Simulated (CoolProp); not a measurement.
Saturation properties of R1234ze(Z) (Tc = 423.3 K, pc = 3531 kPa, ω = 0.327).

Computed with CoolProp (reference Helmholtz-energy equation of state, Akasaka 2019).

| T (K) | p (kPa) | liquid density (kg/m³) | enthalpy of vaporisation (kJ/kg) | vapour Z | surface tension (mN/m) |
|---|---|---|---|---|---|
| 335.6 | 552.0 | 1116 | 180.2 | 0.8449 | 8.29 |
| 339.3 | 608.4 | 1104 | 177.2 | 0.8345 | 7.86 |
| 343.1 | 670.8 | 1092 | 174.0 | 0.8234 | 7.43 |
| 346.8 | 736.1 | 1080 | 170.8 | 0.8120 | 7.01 |
| 350.6 | 808.0 | 1067 | 167.4 | 0.7999 | 6.59 |
| 354.3 | 883.0 | 1053 | 164.0 | 0.7876 | 6.18 |
| 358.1 | 965.4 | 1040 | 160.4 | 0.7744 | 5.77 |
| 361.8 | 1051 | 1026 | 156.7 | 0.7609 | 5.37 |
| 365.6 | 1145 | 1011 | 152.8 | 0.7465 | 4.97 |
| 369.3 | 1242 | 996.4 | 148.8 | 0.7319 | 4.58 |
| 373.1 | 1348 | 980.7 | 144.5 | 0.7161 | 4.19 |
| 376.8 | 1458 | 964.7 | 140.1 | 0.7001 | 3.82 |
| 380.6 | 1578 | 947.6 | 135.4 | 0.6828 | 3.44 |
| 384.3 | 1702 | 930.2 | 130.6 | 0.6651 | 3.08 |
| 388.1 | 1837 | 911.3 | 125.4 | 0.6459 | 2.72 |

It boils at 282.9 K under 1 atm.

Surface tension comes from a separate correlation (Kondou 2015).
